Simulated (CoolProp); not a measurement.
Computed with CoolProp (reference Helmholtz-energy equation of state, de Reuck 1993).

For methanol, give the phase and the cv (kJ/(kg K)), viscosity (µPa s), conductivity (mW/(m K)) at 280.45 °C and 693 kPa.


- 280.45 °C and 693 kPa: gas; cv 1.80, viscosity 18.2, conductivity 46.9

Viscosity comes from a separate model (Xiang 2006). Thermal conductivity comes from a separate model (Sykioti 2013).
